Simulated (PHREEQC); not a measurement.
Na2CO3 is added in steps, without added water, to 1 kg of water holding 5.8 mmol/kgw HF and 0.48 mmol/kgw NaF, at 85 °C. Oxygen alone is held at its pressure in air (log pO2 = -0.68). CO2 from the air is kept out. The run lets Nahcolite, Natron precipitate or redissolve, and no other solid.

Base run: PHREEQC, ion-association model, wateq4f.dat. Each further column changes one thing. The table gives HF (mol/kgw).

```
Na2CO3 added (mol)     base  0.0098 mol/kgw Na2SO4 added  NaF from 0.00048 to 4.8e-05 mol/kgw  no solid may form
------------------  -------  ---------------------------  -----------------------------------  -----------------
0                   0.00492                      0.00411                              0.00476            0.00492
0.00195             0.00178                      0.00158                              0.00177            0.00178
0.003575            2.17e-5                      2.14e-5                              2.02e-5            2.17e-5
0.005525            8.66e-7                      9.36e-7                              8.05e-7            8.66e-7
0.007475            3.63e-8                      5.52e-8                              3.33e-8            3.63e-8
0.009425            1.91e-8                      2.77e-8                              1.76e-8            1.91e-8
0.01105             1.44e-8                      2.02e-8                              1.32e-8            1.44e-8
0.013               1.15e-8                      1.56e-8                              1.06e-8            1.15e-8
```

Constants without temperature data keep their 25 °C values here. Solids allowed in the column '0.0098 mol/kgw Na2SO4 added': Mirabilite, Nahcolite, Natron.
